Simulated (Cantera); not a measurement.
Adiabatic ignition

An adiabatic, constant-pressure homogeneous reactor starts with 6.22 % CH4, 19.7 % O2, 74.1 % N2, equivalence ratio 0.63, at 1475 K and 10500 Torr.

Detailed kinetics in Cantera: GRI-Mech 3.0 (53 species, 325 reactions). The pressure lies above the range GRI-Mech 3.0 was tuned for (to about 10 atm).

```tsv
t (s)	T (K)	x CH4	x O2	x CH2	x C2H	x C2H4
2.00e-6	1475	0.0622	0.197	<1e-12	<1e-12	5.71e-11
4.85e-6	1475	0.0622	0.197	1.25e-12	<1e-12	1.27e-9
1.18e-5	1475	0.0622	0.197	1.56e-11	<1e-12	3.79e-8
2.85e-5	1475	0.0620	0.197	1.96e-10	<1e-12	1.36e-6
6.91e-5	1480	0.0610	0.196	1.18e-9	<1e-12	2.71e-5
0.000168	2643	<1e-12	0.0718	<1e-12	<1e-12	<1e-12
0.000406	2639	<1e-12	0.0703	<1e-12	<1e-12	<1e-12
0.000985	2630	<1e-12	0.0678	<1e-12	<1e-12	<1e-12
0.00239	2622	<1e-12	0.0653	<1e-12	<1e-12	<1e-12
0.00579	2619	<1e-12	0.0646	<1e-12	<1e-12	<1e-12
0.0140	2619	<1e-12	0.0646	<1e-12	<1e-12	<1e-12
0.0340	2619	<1e-12	0.0646	<1e-12	<1e-12	<1e-12
0.0825	2619	<1e-12	0.0646	<1e-12	<1e-12	<1e-12
0.200	2619	<1e-12	0.0646	<1e-12	<1e-12	<1e-12
```
x: mole fraction; the columns are a selection and need not sum to one.

| Quantity | Result |
|---|---|
| time of steepest temperature rise | 0.149 ms |
| temperature at 0.200 s | 2619 K |
| equilibrium temperature | 2619 K |
| x(CH4) at 0.200 s | <1e-12 (gas-phase equilibrium <1e-12) |
| x(O2) at 0.200 s | 0.0646 (gas-phase equilibrium 0.0646) |
| x(CH2) at 0.200 s | <1e-12 (gas-phase equilibrium <1e-12) |
